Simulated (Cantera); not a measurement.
**Equilibrium for aluminium nitride and oxide growth: Al + NH3 + N2**

Feed: 1 mol Al, 0.91 mol NH3, 1.7 mol N2, equilibrated at 452 °C and 1.30 mbar.

Method: chemical equilibrium by Gibbs-energy minimisation in Cantera with the NASA 1993 tables (ideal gas, pure condensed phases). Candidate condensed phases: Al, AlN; 13 gas species. The numbers say what is thermodynamically allowed, not how fast it happens.

```yaml
x(N2): 0.548
x(H2): 0.452
x(NH3): 2.00e-6
n(AlN(s)): 1.00 mol
gas_amount: 3.020 mol
log10 activity of Al(s) (absent): -15.85
```
